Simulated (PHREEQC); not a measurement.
**Copper plating or etch bath: an equilibrium model**

Consider water at 20 °C with 0.16 mol Cu(NO3)2 per kg of water. Closed to the air; pH follows from the charge balance.

All values are PHREEQC results (ion-association model, phreeqc.dat), not measurements.

Precipitation was switched off in this run.

Task: Estimate the pH, specific conductance.

Result: pH 4.20; specific conductance 22600 µS/cm.
